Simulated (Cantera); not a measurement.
**Catalytic combustion on Pt**

An isothermal plug-flow reactor at 923 K and 1.38 atm (inlet), inlet velocity 1.2 m/s, active area per volume 3500 1/m; feed 2.73 % H2, 5.92 % O2, 90.0 % N2, 1.37 % H2O, equivalence ratio 0.23.

Computed with Cantera and Deutschmann's 1995 Pt surface mechanism with GRI-Mech 3.0 gas chemistry. Catalytic surfaces can have several steady states; this one follows from the mechanism file's or the stated starting coverage. Mass transfer to the wall is taken as infinitely fast.

| z (m) | x H2 | x O2 | x H2O | θ free Pt | θ O* | θ OH* |
|---|---|---|---|---|---|---|
| 6.2e-05 | 0.00283 | 0.0475 | 0.0387 | 0.184 | 0.810 | 0.00552 |
| 0.0001 | 0.00142 | 0.0469 | 0.0401 | 0.158 | 0.837 | 0.00523 |
| 0.00017 | 0.000458 | 0.0464 | 0.0411 | 0.143 | 0.852 | 0.00506 |
| 0.00029 | 7.41e-5 | 0.0462 | 0.0415 | 0.138 | 0.857 | 0.00500 |
| 0.00048 | 4.36e-6 | 0.0462 | 0.0416 | 0.137 | 0.858 | 0.00499 |
| 0.0008 | 3.73e-8 | 0.0462 | 0.0416 | 0.137 | 0.858 | 0.00499 |
| 0.0013 | 4.93e-11 | 0.0462 | 0.0416 | 0.137 | 0.858 | 0.00499 |
| 0.0022 | 2.73e-11 | 0.0462 | 0.0416 | 0.137 | 0.858 | 0.00499 |
| 0.0037 | 2.73e-11 | 0.0462 | 0.0416 | 0.137 | 0.858 | 0.00499 |
| 0.0062 | 2.73e-11 | 0.0462 | 0.0416 | 0.137 | 0.858 | 0.00499 |
x: gas mole fraction; θ: surface coverage.
